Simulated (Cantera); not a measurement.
Charge: 1 mol Si, 0.4 mol N2O, 35 mol H2, equilibrated at 32.0 Pa.

Method: chemical equilibrium by Gibbs-energy minimisation in Cantera with the NASA 1993 tables (ideal gas, pure condensed phases). Candidate condensed phases: H2O, Si, SiO2, Si2N2O, Si3N4; 35 gas species. Mutual solubility and eutectic melting of coexisting phases are not modelled. The numbers say what is thermodynamically allowed, not how fast it happens.

**Question.** Which condensed phases are stable at each of these points (T (K)): 1275, 1325, 1375, 1425, 1475, 1525, 1575, 1625?

**Answer.** 
| T (K) | condensed phases | Si condensed (%) |
|---|---|---|
| 1275 | Si(s) + Si2N2O(s) | 99.8 |
| 1325 | Si(s) + Si2N2O(s) | 99.1 |
| 1375 | Si(s) + Si2N2O(s) | 96.5 |
| 1425 | Si(s) + Si2N2O(s) | 87.6 |
| 1475 | Si(s) | 59.9 |
| 1525 | Si(s) | 59.8 |
| 1575 | Si(s) | 59.3 |
| 1625 | Si(s) | 58.1 |

From 1275 K to 1425 K the condensed part is Si(s) + Si2N2O(s). From 1475 K to 1625 K the condensed part is Si(s).
